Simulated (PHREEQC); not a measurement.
Solution (25 °C): 0.25 mol/kgw MgCl2, 0.0006 mol/kgw Na2CO3 and 8e-06 mol/kgw H4SiO4. Closed to the air; pH follows from the charge balance.

Computed with PHREEQC (ion-association model, wateq4f.dat).

Task: The ionic strength comes out as 0.750 mol/kgw. What activity coefficients do MgOH+, Mg+2, CO3-2, H3SiO4-, HCO3- get?

Result: MgOH+ 0.70, Mg+2 0.29, CO3-2 0.20, H3SiO4- 0.62, HCO3- 0.67.

This is a speciation only: nothing precipitates in the calculation. Examples of supersaturated solids here: Magnesite (slow to form). Others may be too. Caution: at this ionic strength the ion-association model is outside its range; a Pitzer model would be the better tool where its parameters exist. Complexes and solids missing from the database can't appear.
